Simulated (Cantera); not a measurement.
A closed system holds: 1 mol C2F6, 1.2 mol HCl, 1.6 mol H2, held at 1798.15 K and 75.0 Torr.

Method: chemical equilibrium by Gibbs-energy minimisation in Cantera with the NASA 1993 tables (ideal gas, pure condensed phases). Candidate condensed phases: C, C6H6, C7H8, C8H18; 118 gas species. The feed counts by its element totals alone. Gases not in the tables: C2F6 and larger saturated fluorocarbons. The numbers say what is thermodynamically allowed, not how fast it happens.

Base state: HF 0.723, Cl 0.127, CF4 0.0805, HCl 0.0496, Cl2 0.0164, CF2 0.00155, CClF3 0.00144, F 0.000398 (mole fractions); condensed: C(graphite).

Question: What changes in the equilibrium state with this change: pressure from 75.0 Torr to 0.705 Torr?

Answer: 
```csv
species,before,after
HF,0.723,0.721
Cl,0.127,0.194
CF4,0.0805,0.0563
HCl,0.0496,0.00250
Cl2,0.0164,0.000361
F,0.000398,0.0121
CF2,0.00155,0.0134
CCl2F2,1.85e-5,3.31e-8
CF,6.06e-7,1.84e-5
CClF3,0.00144,5.09e-5
CF3,0.000171,0.000419
ClF,9.92e-5,4.32e-5
"C(graphite), mol",1.52,1.57
```
